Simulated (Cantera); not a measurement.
A perfectly stirred reactor is fed with NH₃ : H₂ = 1 : 1.9 (molar parts), at 0.987 atm; it is held at 2300 K, and followed from long to short residence time.

Detailed kinetics in Cantera: the gas-phase N/H chemistry of the illustrative SiF4/NH3 mechanism in the Surface Chemkin manual (1991). Walls and surfaces, which speed up NH3 decomposition in real reactors, are not modelled.

**Question.** What does this change do: NH3 1 to 0.3 parts?

**Answer.** 
| quantity | before | after |
|---|---|---|
| x(NH₃) at τ = 2.40 s | 0.000672 | 0.000482 |
| x(H₂) at τ = 2.40 s | 0.863 | 0.931 |
| x(N) at τ = 2.40 s | 2.37e-6 | 1.56e-6 |
| x(NH) at τ = 2.40 s | 4.96e-6 | 3.37e-6 |
| x(NH₂) at τ = 2.40 s | 2.20e-5 | 1.53e-5 |
| x(NH₃) at τ = 47.0 ms | 0.0126 | 0.00566 |
| x(H₂) at τ = 47.0 ms | 0.859 | 0.930 |
| x(N) at τ = 47.0 ms | 7.58e-6 | 7.34e-6 |
| x(NH) at τ = 47.0 ms | 2.87e-5 | 2.15e-5 |
| x(NH₂) at τ = 47.0 ms | 0.000230 | 0.000133 |
